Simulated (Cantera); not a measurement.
Standard-state values (1 bar) from the NASA 1993 polynomials, evaluated with Cantera. Values are per mole of reaction as written; species without (g) are pure solids or liquids, kept so even where they would boil at 1 bar.

Between 300 and 1825 K, where is each reaction favourable under standard conditions?
- 2 N(g) + Cu2O = N2O(g) + 2 Cu


- 2 N(g) + Cu2O = N2O(g) + 2 Cu: ΔG° is -659 kJ at 300 K and -459 kJ at 1825 K; it stays negative (K > 1). ΔH° is -751 kJ and ΔS° -160 J/K at 1825 K.
